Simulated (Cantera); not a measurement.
Cantera run, input and output.

```python
import numpy as np
import cantera as ct

gas = ct.Solution("gri30.yaml")
gas.TPX = 1250, 170000, {'CO': 0.0088, 'O2': 0.0046, 'H2O': 0.00016, 'N2': 1}
reactor = ct.IdealGasConstPressureReactor(gas, energy="off", clone=False)
net = ct.ReactorNet([reactor])
net.rtol, net.atol = 1e-08, 1e-18
show = ['CO', 'O2', 'H2O', 'O', 'OH', 'HO2', 'NO2']
times = np.geomspace(0.0004, 2, 12)

steps = ct.SolutionArray(gas, extra=["t"])
rows = []
print(f"{'t/s':>10s}{'T/K':>9s}{'P/Pa':>11s}" + "".join(f"{s:>11s}" for s in show))
for t in times:
    while net.time < t:
        t_next = net.step()
        steps.append(gas.state, t=t_next)
    rows.append([np.interp(t, steps.t, y) for y in (steps.T, steps.P, *steps(*show).X.T)])
    print(f"{t:10.3e}{rows[-1][0]:9.1f}{rows[-1][1]:11.4g}" + "".join(f"{x:11.3e}" for x in rows[-1][2:]))
rate = np.gradient(steps.T, steps.t)
print("integrator steps:", len(steps.t))
if steps.T.max() > steps.T[0] + 200:
    print(f"time of steepest temperature rise: {steps.t[rate.argmax()]:.4e} s")
gas.TPX = 1250, 170000, {'CO': 0.0088, 'O2': 0.0046, 'H2O': 0.00016, 'N2': 1}
gas.equilibrate("TP")
print(f"equilibrium (TP): T = {gas.T:.1f} K  " + "  ".join(f"{s} {gas[s].X[0]:.3e}" for s in show))
```

Result:

```
       t/s      T/K       P/Pa         CO         O2        H2O          O         OH        HO2        NO2
 4.000e-04   1250.0    1.7e+05  8.682e-03  4.538e-03  1.579e-04  2.709e-09  1.959e-11  1.722e-11  5.362e-23
 8.676e-04   1250.0    1.7e+05  8.682e-03  4.538e-03  1.579e-04  5.881e-09  6.908e-11  1.221e-10  1.393e-21
 1.882e-03   1250.0    1.7e+05  8.682e-03  4.538e-03  1.579e-04  1.450e-08  2.740e-10  7.575e-10  5.201e-20
 4.082e-03   1250.0    1.7e+05  8.682e-03  4.538e-03  1.579e-04  6.127e-08  1.657e-09  5.565e-09  3.789e-18
 8.854e-03   1250.0    1.7e+05  8.679e-03  4.536e-03  1.577e-04  1.213e-06  3.846e-08  1.140e-07  3.472e-15
 1.920e-02   1250.0    1.7e+05  7.810e-03  4.032e-03  1.403e-04  1.496e-04  5.928e-06  9.232e-07  1.739e-10
 4.166e-02   1250.0    1.7e+05  3.163e-03  1.737e-03  1.349e-04  9.790e-05  7.024e-06  5.841e-07  2.486e-09
 9.035e-02   1250.0    1.7e+05  1.022e-03  6.978e-04  1.460e-04  2.793e-05  4.376e-06  2.656e-07  3.264e-09
 1.960e-01   1250.0    1.7e+05  3.491e-04  3.689e-04  1.532e-04  7.528e-06  2.518e-06  1.321e-07  4.285e-09
 4.251e-01   1250.0    1.7e+05  1.246e-04  2.583e-04  1.563e-04  2.255e-06  1.486e-06  7.071e-08  6.827e-09
 9.221e-01   1250.0    1.7e+05  4.198e-05  2.174e-04  1.576e-04  7.184e-07  9.092e-07  3.320e-08  1.143e-08
 2.000e+00   1250.0    1.7e+05  1.266e-05  2.031e-04  1.581e-04  2.273e-07  5.559e-07  1.132e-08  1.657e-08
integrator steps: 1220
equilibrium (TP): T = 1250.0 K  CO 2.613e-08  O2 1.934e-04  H2O 1.585e-04  O 7.430e-10  OH 3.502e-08  HO2 5.497e-12  NO2 5.107e-09
```

Detailed kinetics in Cantera: GRI-Mech 3.0 (53 species, 325 reactions).
